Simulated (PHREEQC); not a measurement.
Solution (25 °C): 0.019 mol/kgw HF, 0.00012 mol/kgw NH4F and 0.18 mol/kgw HCl. Closed to the air; pH follows from the charge balance.

The numbers come from PHREEQC with the ion-association model, phreeqc.dat.

This is a speciation only: nothing precipitates in the calculation.

**Question.** Estimate the pH.

**Answer.** pH 0.84.
